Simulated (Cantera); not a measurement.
Input: 1 mol n-butane, 2.4 mol NH₃, at 702 °C and 29000 Pa.

Method: chemical equilibrium by Gibbs-energy minimisation in Cantera with the NASA 1993 tables (ideal gas, pure condensed phases). Candidate condensed phases: C, C₆H₆, C₇H₈, C₈H₁₈; 92 gas species. Rates play no part.

Base state: H₂ 0.848, N₂ 0.126, CH₄ 0.0262, NH₃ 5.54e-5 (mole fractions); condensed: C(graphite).

Problem. What changes in the equilibrium state with this change: pressure from 29000 Pa to 133 Pa?

Solution. 
| species | before | after |
|---|---|---|
| H₂ | 0.848 | 0.877 |
| N₂ | 0.126 | 0.122 |
| CH₄ | 0.0262 | 0.000129 |
| NH₃ | 5.54e-5 | 2.65e-7 |
| C(graphite), mol | 3.75 | 4.00 |

Problem. What changes in the equilibrium state with this change: temperature from 702 °C to 1075 °C?

Solution. 
| species | before | after |
|---|---|---|
| H₂ | 0.848 | 0.876 |
| N₂ | 0.126 | 0.123 |
| CH₄ | 0.0262 | 0.00130 |
| HCN | 1.12e-6 | 0.000105 |
| NH₃ | 5.54e-5 | 8.57e-6 |
| C(graphite), mol | 3.75 | 3.99 |
